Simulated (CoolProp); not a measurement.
Vapour-liquid equilibrium of CH2F2 (R32) (1) + dimethyl ether (2) at 25.85 °C; x and y are mole fractions of (1).

Computed with CoolProp (multi-fluid Helmholtz-energy mixture model, Tillner-Roth 1997 and Wu 2011; pair parameters Bell 2016).

Question: Give the bubble pressure and the first vapour's composition at x = 0.2, 0.35, 0.5. Is there an azeotrope?

Answer: x = 0.2: 0.7995 MPa, y = 0.370; x = 0.35: 0.9643 MPa, y = 0.562; x = 0.5: 1.137 MPa, y = 0.703. No azeotrope shows between x = 0.05 and 0.95.

Pair parameters are fitted to limited data, so mixtures are less certain than the pure fluids.
